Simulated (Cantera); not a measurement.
Silicon carbide growth: CH3SiCl3 + C2H4 + H2

A closed system holds: 1 mol CH3SiCl3, 0.0088 mol C2H4, 150 mol H2, held at 1400 K.

Equilibrium computed with Cantera from the NASA thermochemical tables; the gas is ideal and each condensed phase is pure. Candidate condensed phases: C, C6H6, C7H8, C8H18, Si, SiC; 109 gas species. The feed counts by its element totals alone. The numbers say what is thermodynamically allowed, not how fast it happens.

```tsv
P (Pa)	x H2	x HCl	x CH4	x H	x SiCl2	n C(graphite)	n SiC(s)
100	0.980	0.0196	4.15e-6	0.000152	5.54e-6	0.0171	0.999
270	0.980	0.0196	1.12e-5	9.27e-5	5.54e-6	0.0160	0.999
720	0.980	0.0196	2.99e-5	5.68e-5	5.54e-6	0.0131	0.999
1900	0.980	0.0196	7.89e-5	3.49e-5	5.54e-6	0.00562	0.999
5200	0.980	0.0196	0.000123	2.11e-5	9.69e-6	0	0.998
14000	0.980	0.0196	0.000139	1.29e-5	2.30e-5	0	0.996
37000	0.980	0.0195	0.000172	7.92e-6	4.90e-5	0	0.991
100000	0.980	0.0193	0.000242	4.82e-6	9.25e-5	0	0.981
```
x: gas mole fraction; n: condensed amount in mol.

From 0.750 Torr to 14.3 Torr the condensed part is C(graphite) + SiC(s). From 39.0 Torr to 750 Torr the condensed part is SiC(s). The main Si-bearing gas is SiCl2 throughout.
